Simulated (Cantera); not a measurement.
A closed system holds: 1 mol C₂H₆, 0.57 mol O₂, 26 mol H₂, equilibrated at 93.0 mbar.

Equilibrium computed with Cantera from the NASA thermochemical tables; the gas is ideal and each condensed phase is pure. Candidate condensed phases: C, C₆H₆, C₇H₈, C₈H₁₈, H₂O; 110 gas species. Equilibrium is a limit: real reactors are often held back by kinetics, nucleation or transport.

**Question.** At 1500 °C, list the 4 most abundant gas species with their mole fractions, and the condensed phases.

**Answer.** H₂ 0.961, CO 0.0378, H 0.000915, C₂H₂ (acetylene) 0.000135. Condensed: C(graphite).
